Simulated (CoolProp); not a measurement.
A simple Rankine cycle with water: condensing at 311.15 K, boiler at 8.26 MPa, turbine inlet 720.4 K, turbine efficiency 0.6, pump efficiency 0.7, no recuperator. Each further row changes one setting.

Values from CoolProp's reference Helmholtz-energy equation of state, Wagner 2002.

| case | thermal efficiency (%) | net work (kJ/kg) | heat in (kJ/kg) | turbine exit temperature (K) | volume ratio over the turbine |
|---|---|---|---|---|---|
| as stated | ? | ? | 3090 | 311.2 | 576 |
| turbine inlet 740.4 K | 23.9 | 751 | 3140 | 311.2 | 562 |
| condensing temperature 303.15 K | 24.4 | 762 | ? | 303.1 | 872 |
| boiler pressure 5.78 MPa | ? | 721 | 3130 | 311.4 | 400 |
| turbine efficiency 0.5 | ? | 609 | 3090 | ? | 661 |

Problem. Complete the blanks.

Solution. 
- as stated, thermal efficiency (%): 23.7
- as stated, net work (kJ/kg): 733
- condensing temperature 303.15 K, heat in (kJ/kg): 3120
- boiler pressure 5.78 MPa, thermal efficiency (%): 23.0
- turbine efficiency 0.5, thermal efficiency (%): 19.7
- turbine efficiency 0.5, turbine exit temperature (K): 348.8

The expansion ends wet for: as stated; turbine inlet 740.4 K; condensing temperature 303.15 K.
